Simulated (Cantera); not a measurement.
Charge: 1 mol Ti(NMe₂)₄, 4.7 mol H₂O, 60 mol H₂, equilibrated at 2148 K and 3.30 Torr.

These are equilibrium values from Cantera (NASA tables, ideal gas, pure condensed phases), not measurements of a reactor. Candidate condensed phases: C, C₆H₆, C₇H₈, C₈H₁₈, H₂O, Ti, TiC, TiN, TiO, TiO₂, Ti₂O₃, Ti₃O₅, Ti₄O₇; 139 gas species. The feed counts by its element totals alone. TiC: taken at fixed stoichiometry. Equilibrium is a limit: real reactors are often held back by kinetics, nucleation or transport.

Base state: H₂ 0.860, H 0.0583, CO 0.0547, N₂ 0.0214, HCN 0.00344, C₂H₂ (acetylene) 0.00165, HNC 0.000251 (mole fractions); condensed: C(graphite) + TiC(s).

Question: What changes in the equilibrium state with this change: Ti(NMe₂)₄ replaced by TiCl₄?

Answer: 
| species | before | after |
|---|---|---|
| H₂ | 0.860 | 0.841 |
| H | 0.0583 | 0.0576 |
| HCl | 0 | 0.0553 |
| CO | 0.0547 | 0 |
| H₂O | 1.40e-8 | 0.0425 |
| N₂ | 0.0214 | 0 |
| TiO₂ | <1e-9 | 0.000245 |
| HCN | 0.00344 | 0 |
| Cl | 0 | 0.00278 |
| C₂H₂ (acetylene) | 0.00165 | 0 |
| C(graphite), mol | 1.70 | 0 |
| TiC(s), mol | 1.000 | 0 |
| Ti₄O₇(l), mol | 0 | 0.244 |
Condensed phases not in the tables: Magnéli phases beyond Ti₄O₇. Further candidate phases: TiCl₂, TiCl₃, TiCl₄.
